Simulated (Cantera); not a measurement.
A perfectly stirred reactor is fed with N2O : O2 = 1 : 1.4 (molar parts), at 35000 Pa; it is held at 1400 K, and followed from long to short residence time.

Detailed kinetics in Cantera: GRI-Mech 3.0 (53 species, 325 reactions). GRI-Mech 3.0 was tuned for natural gas; its chemistry of N2O as a main component is partial and can be far from experiment. The temperature is held fixed by assumption; the heat of reaction is taken as removed at once.

### Question
What does this change do: N2O 1 to 7 parts?

### Answer
```csv
quantity,before,after
x(N2O) at τ = 3.00 s,0.0265,0.0457
x(O2) at τ = 3.00 s,0.629,0.362
x(N2) at τ = 3.00 s,0.302,0.520
x(O) at τ = 3.00 s,1.26e-5,1.26e-5
x(NO) at τ = 3.00 s,0.0423,0.0729
x(N2O) at τ = 0.150 s,0.215,0.397
x(O2) at τ = 0.150 s,0.602,0.266
x(N2) at τ = 0.150 s,0.151,0.279
x(O) at τ = 0.150 s,2.30e-5,2.30e-5
x(NO) at τ = 0.150 s,0.0314,0.0579
```

### Question
What does this change do: temperature 1400 to 1550 K?

### Answer
| quantity | before | after |
|---|---|---|
| x(N2O) at τ = 3.00 s | 0.0265 | 0.00494 |
| x(O2) at τ = 3.00 s | 0.629 | 0.632 |
| x(N2) at τ = 3.00 s | 0.302 | 0.319 |
| x(O) at τ = 3.00 s | 1.26e-5 | 3.47e-5 |
| x(NO) at τ = 3.00 s | 0.0423 | 0.0438 |
| x(N2O) at τ = 0.150 s | 0.215 | 0.0632 |
| x(O2) at τ = 0.150 s | 0.602 | 0.610 |
| x(N2) at τ = 0.150 s | 0.151 | 0.258 |
| x(O) at τ = 0.150 s | 2.30e-5 | 8.49e-5 |
| x(NO) at τ = 0.150 s | 0.0314 | 0.0688 |
